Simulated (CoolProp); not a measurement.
R11 at 293.15 K and 0.0342 MPa flows at 1.2 m/s in a round tube of 50 mm bore and 15 µm roughness, fully developed (64/Re and Nu = 3.66 if laminar; Colebrook and Gnielinski if turbulent). Each further row changes one setting.

Values from CoolProp's reference Helmholtz-energy equation of state, Jacobsen 1992.

| case | Reynolds number | Darcy friction factor | pressure drop (Pa/m) | heat-transfer coefficient (W/(m² K)) | mass flow (kg/h) |
|---|---|---|---|---|---|
| as stated | 11600 | 0.0302 | 0.848 | 5.57 | 16.6 |
| velocity 2.4 m/s | 23300 | 0.0256 | 2.88 | 9.77 | 33.1 |
| diameter 100 mm | 23300 | 0.0253 | 0.355 | 4.81 | 66.2 |

Viscosity comes from a separate model (Klein 1997), an estimate that may be off by 10 % or more. Thermal conductivity comes from a separate model (McLinden 2000), an estimate that may be off by 10 % or more.
